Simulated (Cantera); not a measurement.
## Gas-phase reforming

A perfectly stirred reactor is fed with 45.5 % CH4, 54.5 % H2O, at 7500 Torr; it is held at 1400 K, and followed from long to short residence time.

Cantera simulation using GRI-Mech 3.0 (53 species, 325 reactions); the numbers are that mechanism's predictions, not measurements.

```
τ (s)   x CH4  x H2O     x O    x O2  x CH2CO   x CH2O
------  -----  -----  ------  ------  -------  -------
0.35    0.364  0.515  <1e-12  <1e-12  8.54e-6  1.43e-6
0.20    0.392  0.525  <1e-12  <1e-12  6.57e-6  1.55e-6
0.12    0.412  0.532  <1e-12  <1e-12  4.58e-6  1.63e-6
0.070   0.428  0.538  <1e-12  <1e-12  2.63e-6  1.66e-6
0.041   0.439  0.541  <1e-12  <1e-12  1.21e-6  1.60e-6
0.024   0.445  0.543  <1e-12  <1e-12  4.30e-7  1.45e-6
0.014   0.449  0.544  <1e-12  <1e-12  1.15e-7  1.19e-6
0.0082  0.452  0.545  <1e-12  <1e-12  2.48e-8  8.73e-7
```
x: mole fraction; the columns are a selection and need not sum to one.
